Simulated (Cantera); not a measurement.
What does this Cantera script print?

```python
import numpy as np
import cantera as ct

gas_names = """
    CL CL2 H HCL H2 Si SiCL SiCL2 SiCL3 SiCL4 SiH SiHCL3 SiH2 SiH2CL2 SiH3 SiH3CL SiH4 Si2 Si3
""".split()
cond_names = """
    Si(cr) Si(L)
""".split()


# ... load() reads the species with a 1 bar reference pressure and builds the phases ...
atoms = {
    'SiHCl3': {'Si': 1, 'H': 1, 'CL': 3},
    'H2': {'H': 2},
    'Cl2': {'CL': 2},
}
top_T = {}  # K; cautious upper limits of use, not melting points


# ... equilibrate(T, P, feed) seeds the gas with the atoms and calls Mixture.equilibrate('TP', solver="vcs", rtol=1e-11, max_steps=5000) ...
results = []
T = 1373.15  # K
P = 12000  # Pa
for m in [56, 73, 96, 130, 160, 210, 280, 370]:
    feed = {'SiHCl3': 1, 'H2': m, 'Cl2': 0.0052}  # mol
    mix = equilibrate(T, P, feed)
    results.append((T, P, feed, dict(zip(mix.species_names, mix.species_moles))))
    x = sorted(zip(gas.X, gas.species_names), reverse=True)
    print(f"T = {T:g} K  P = {P:g} Pa  n(H2) = {m:g} mol  gas = {mix.phase_moles(0):.4g} mol")
    print("   x: " + "  ".join(f"{s} {v:.3e}" for v, s in x if v > 0.0001))
    print("   condensed (mol): " + ("  ".join(f"{mix.phase(i).name} {mix.phase_moles(i):.4g}"
          for i in range(1, mix.n_phases) if mix.phase_moles(i) > 1e-12) or "none"))
```

Output:

```
T = 1373.15 K  P = 12000 Pa  n(H2) = 56 mol  gas = 57.97 mol
   x: H2 9.547e-01  HCL 3.971e-02  SiCL2 4.751e-03  SiCL3 4.077e-04  SiHCL3 2.461e-04  SiCL4 1.618e-04
   condensed (mol): Si(cr) 0.6739
T = 1373.15 K  P = 12000 Pa  n(H2) = 73 mol  gas = 74.98 mol
   x: H2 9.639e-01  HCL 3.245e-02  SiCL2 3.142e-03  SiCL3 2.193e-04  SiHCL3 1.330e-04
   condensed (mol): Si(cr) 0.7296
T = 1373.15 K  P = 12000 Pa  n(H2) = 96 mol  gas = 97.99 mol
   x: H2 9.717e-01  HCL 2.601e-02  SiCL2 2.003e-03  SiCL3 1.116e-04
   condensed (mol): Si(cr) 0.7807
T = 1373.15 K  P = 12000 Pa  n(H2) = 130 mol  gas = 132 mol
   x: H2 9.786e-01  HCL 2.011e-02  SiCL2 1.189e-03
   condensed (mol): Si(cr) 0.8287
T = 1373.15 K  P = 12000 Pa  n(H2) = 160 mol  gas = 162 mol
   x: H2 9.823e-01  HCL 1.676e-02  SiCL2 8.222e-04
   condensed (mol): Si(cr) 0.8564
T = 1373.15 K  P = 12000 Pa  n(H2) = 210 mol  gas = 212 mol
   x: H2 9.863e-01  HCL 1.311e-02  SiCL2 5.012e-04
   condensed (mol): Si(cr) 0.887
T = 1373.15 K  P = 12000 Pa  n(H2) = 280 mol  gas = 282 mol
   x: H2 9.896e-01  HCL 1.005e-02  SiCL2 2.935e-04
   condensed (mol): Si(cr) 0.9128
T = 1373.15 K  P = 12000 Pa  n(H2) = 370 mol  gas = 372 mol
   x: H2 9.921e-01  HCL 7.727e-03  SiCL2 1.731e-04
   condensed (mol): Si(cr) 0.9326
```

These are equilibrium values from Cantera (NASA tables, ideal gas, pure condensed phases), not measurements of a reactor. The tables' values for SiCl3 are old estimates; treat these amounts as uncertain.
